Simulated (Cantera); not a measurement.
Charge: 1 mol CH3F, 1.6 mol H2, at 1.33 mbar.

Cantera equilibrium calculation (NASA polynomials, part measured and part estimated; ideal gas, pure solids and liquids). Candidate condensed phases: C, C6H6, C7H8, C8H18; 95 gas species. Kinetics and transport are ignored. All values below are at 1275 °C.

Base state: H2 0.722, HF 0.278, H 0.000716, C2H2 (acetylene) 1.13e-5 (mole fractions); condensed: C(graphite).

Task: What changes in the equilibrium state with this change: pressure from 1.33 mbar to 4.00 Pa?

Result: 
```csv
species,before,after
H2,0.722,0.719
HF,0.278,0.277
H,0.000716,0.00413
C2H2 (acetylene),1.13e-5,1.13e-5
"C(graphite), mol",1.000,1.000
```
